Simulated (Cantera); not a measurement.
A perfectly stirred reactor is fed with 29.3 % C2H6, 70.4 % N2, 0.244 % H2O, at 0.000170 bar; it is held at 1675 K, and followed from long to short residence time.

Model: GRI-Mech 3.0 (53 species, 325 reactions), integrated in Cantera. GRI-Mech 3.0 stops at C3 and has no aromatics, soot or wall deposition, so with more carbon than oxygen in the feed, carbon stays in small species such as C2H2 where larger ones or solid carbon would form. Radical loss at walls, strong at low pressure, is not modelled.

One state of this run: x C2H6 = 0.290; x CH2 = 4.87e-7; x H = 8.61e-6; x H2 = 2.15e-5; x C2H = <1e-12; x C2H2 = 3.40e-9; x HCN = <1e-12. x: mole fraction; the columns are a selection and need not sum to one.

Q: Which value of τ (s) does it belong to?
A) 0.00044
B) 0.0033
C) 0.19
D) 0.0012

A: A, 0.00044
